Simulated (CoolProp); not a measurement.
A simple Rankine cycle with R236EA: condensing at 299.15 K, boiler at 1.09 MPa, turbine inlet 361.5 K, turbine efficiency 0.75, pump efficiency 0.6, no recuperator. Each further row changes one setting.

Model: reference Helmholtz-energy equation of state, Rui 2013, in CoolProp.

```csv
case,thermal efficiency (%),net work (kJ/kg),heat in (kJ/kg),turbine exit temperature (K),volume ratio over the turbine
as stated,9.5,18.9,198,?,5.57
turbine inlet 381.5 K,9.4,?,221,347.8,5.36
condensing temperature 291.15 K,10.7,22.4,208,321.2,7.39
boiler pressure 0.763 MPa,?,?,205,?,?
turbine efficiency 0.65,?,16.3,198,328.9,5.63
```

Fill in the missing entries.


- as stated, turbine exit temperature (K): 326.0
- turbine inlet 381.5 K, net work (kJ/kg): 20.8
- boiler pressure 0.763 MPa, thermal efficiency (%): 7.7
- boiler pressure 0.763 MPa, net work (kJ/kg): 15.8
- boiler pressure 0.763 MPa, turbine exit temperature (K): 336.0
- boiler pressure 0.763 MPa, volume ratio over the turbine: 3.69
- turbine efficiency 0.65, thermal efficiency (%): 8.2
